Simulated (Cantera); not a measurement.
Input (Python, Cantera) and output of one run.

```python
import numpy as np
import cantera as ct

gas_names = """
    H HNO HNO2 HNO3 HO2 H2 H2O H2O2 N NH NH2 NH3 NH2OH NO NO2 NO3 N2 N2H2 N2H4 N2O O OH O2 O3 Si SiH
    SiH2 SiH3 SiH4 SiN SiO SiO2 Si2 Si2N Si3
""".split()
cond_names = """
    H2O(s) H2O(L) Si(cr) Si(L) SiO2(Lqz) SiO2(hqz) SiO2(L) Si2N2O(s) Si3N4(a)
""".split()


def load(file, names, dense=False):
    # The tables refer to 1 bar. Condensed volumes are neglected.
    table = {s.name: s for s in ct.Species.list_from_file(file)}
    out = []
    for n in names:
        d = dict(table[n].input_data)
        d["thermo"] = dict(d["thermo"], **{"reference-pressure": 1e5})
        if dense:
            d["equation-of-state"] = {"model": "constant-volume", "density": "1e6 g/cm^3"}
        out.append(ct.Species.from_dict(d))
    return out


gas = ct.Solution(thermo="ideal-gas", species=load("nasa_gas.yaml", gas_names))
cond = {s.name: ct.Solution(thermo="fixed-stoichiometry", species=[s], name=s.name)
        for s in load("nasa_condensed.yaml", cond_names, dense=True)}
atoms = {
    'Si3N4': {'Si': 3, 'N': 4},
    'N2O': {'N': 2, 'O': 1},
    'H2': {'H': 2},
}
top_T = {'Si2N2O(s)': 2100, 'Si3N4(a)': 2400}  # K; cautious upper limits of use, not melting points


def equilibrate(T, P, feed):
    n = {}
    for name, mol in feed.items():
        for a, k in atoms[name].items():
            n[a] = n.get(a, 0.0) + k * mol
    gas.TPX = T, P, n
    mass = sum(n.values()) * gas.mean_molecular_weight
    gas.equilibrate("TP")
    valid = [c for c in cond.values() if c.min_temp <= T <= top_T.get(c.name, c.max_temp)]
    mix = ct.Mixture([(gas, mass / gas.mean_molecular_weight)] + [(c, 0.0) for c in valid])
    mix.T, mix.P = T, P
    mix.equilibrate("TP", solver="vcs", rtol=1e-11, max_steps=5000)
    return mix


results = []
feed = {'Si3N4': 1, 'N2O': 0.11, 'H2': 840}  # mol
P = 0.13  # Pa
for T in [1148, 1198, 1248, 1298, 1348, 1398, 1448, 1498, 1548, 1598, 1648, 1698]:
    mix = equilibrate(T, P, feed)
    results.append((T, P, feed, dict(zip(mix.species_names, mix.species_moles))))

top = {s: max(r[3][s] / sum(r[3][g] for g in gas_names) for r in results) for s in gas_names}
cols = sorted((s for s in top if top[s] > 0.001), key=lambda s: -top[s])[:8]
seen = [c for c in cond_names if any(r[3].get(c, 0) > 1e-12 for r in results)]
print("log10 of partial pressures in bar; condensed amounts in mol")
print(f"{'T/K':>10s}" + "".join(f"{s[:9]:>10s}" for s in cols + seen))
for T, P, feed, n in results:
    ng = sum(n[g] for g in gas_names)
    print(f"{T:10.4g}" + "".join(f"{np.log10(max(n[s] / ng * P / 1e5, 1e-99)):10.3f}" for s in cols)
          + "".join(f"{n.get(c, 0):10.4g}" for c in seen))
```

Result:

```
log10 of partial pressures in bar; condensed amounts in mol
       T/K        H2         H        Si        N2    Si(cr) Si2N2O(s)
      1148    -5.887   -10.088   -12.739    -8.508     2.792   0.09764
      1198    -5.887    -9.665   -11.890    -8.487     2.889         0
      1248    -5.887    -9.274   -11.110    -8.487     2.885         0
      1298    -5.888    -8.914   -10.391    -8.487     2.863         0
      1348    -5.888    -8.580    -9.726    -8.488     2.767         0
      1398    -5.889    -8.270    -9.108    -8.488      2.38         0
      1448    -5.892    -7.981    -8.534    -8.490    0.9696         0
      1498    -5.895    -7.712    -8.358    -8.492         0         0
      1548    -5.900    -7.462    -8.359    -8.495         0         0
      1598    -5.909    -7.228    -8.363    -8.499         0         0
      1648    -5.923    -7.012    -8.370    -8.505         0         0
      1698    -5.944    -6.812    -8.379    -8.515         0         0
```

Method: chemical equilibrium by Gibbs-energy minimisation in Cantera with the NASA 1993 tables (ideal gas, pure condensed phases). Mutual solubility and eutectic melting of coexisting phases are not modelled.
